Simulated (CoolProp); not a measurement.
The fluid at 293.15 K and 0.316 MPa is throttled through a valve to 0.154 MPa with no heat exchange. The same conditions are run with several fluids, on thermodynamics alone (safety and materials aside).

The numbers come from the reference Helmholtz-energy equation of state of each fluid (R134a: Tillner-Roth 1994; carbon monoxide: Lemmon 2006; methane: Setzmann 1991; cyclopropane: Polt 1992; R143a: Lemmon and Jacobsen 2000) in CoolProp. The equations of Platzer and Polt are older, rougher fits.

Task: Rank R134a, carbon monoxide, methane, cyclopropane, R143a by temperature change (K), highest first.

Result: carbon monoxide (-0.4), methane (-0.7), R143a (-3.3), R134a (-3.9), cyclopropane (-4.4)

```csv
fluid,final density (kg/m³)
R134a,6.77
carbon monoxide,1.77
methane,1.02
cyclopropane,2.78
R143a,5.53
```
